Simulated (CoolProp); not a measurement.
A closed Brayton cycle with carbon dioxide: compressor inlet 332.15 K and 8 MPa, high pressure 21.1 MPa, turbine inlet 905 K, compressor efficiency 0.89, turbine efficiency 0.9, recuperator effectiveness 0.9 (on enthalpy, no pinch check). Each further row changes one setting.

Model: reference Helmholtz-energy equation of state, Span 1996, in CoolProp.

```json
[
 {"case": "as stated", "thermal efficiency (%)": "35.4", "net work (kJ/kg)": "88.3", "compressor to turbine work": "0.37", "compressor exit (K)": "417.4", "turbine exit (K)": "782.4"},
 {"case": "turbine inlet 855 K", "thermal efficiency (%)": "33.9", "net work (kJ/kg)": "79.8", "compressor to turbine work": "0.40", "compressor exit (K)": "417.4", "turbine exit (K)": "736.8"},
 {"case": "compressor inlet 342.15 K", "thermal efficiency (%)": "34.6", "net work (kJ/kg)": "83.3", "compressor to turbine work": "0.41", "compressor exit (K)": "431.3", "turbine exit (K)": "782.4"},
 {"case": "high pressure 17.9 MPa", "thermal efficiency (%)": "34.1", "net work (kJ/kg)": "76.1", "compressor to turbine work": "0.36", "compressor exit (K)": "402.5", "turbine exit (K)": "802.6"},
 {"case": "recuperator effectiveness 0.5", "thermal efficiency (%)": "21.1", "net work (kJ/kg)": "88.3", "compressor to turbine work": "0.37", "compressor exit (K)": "417.4", "turbine exit (K)": "782.4"}
]
```
